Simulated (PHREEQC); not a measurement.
0.028 g of hydrous ferric oxide (600 m²/g; 0.2 weak and 0.005 strong sites per Fe, Dzombak-Morel constants, diffuse double layer) in 1 kg of water with 0.001 mol/kgw of an inert sodium salt and 0.00066 mmol/kgw SrCl2 and 0.01 mmol/kgw ZnCl2, at 25 °C; the pH is set by adding NaOH or the inert anion's acid. Oxygen is held at 0.21 atm. No CO2 enters from the air. Nothing may precipitate in this run.

The series has 17 steps of pH, from 3 to 9.

Model: ion-association model, wateq4f.dat, run in PHREEQC.

Task: Near which pH is half of the Zn sorbed, and on which side is more sorbed?

Result: Near pH 7.2, with more sorbed at higher pH.

Task: At which pH does the surface charge pass through zero?

Result: Near pH 8.4.

The oxide is taken as insoluble; below pH 4 it would dissolve.
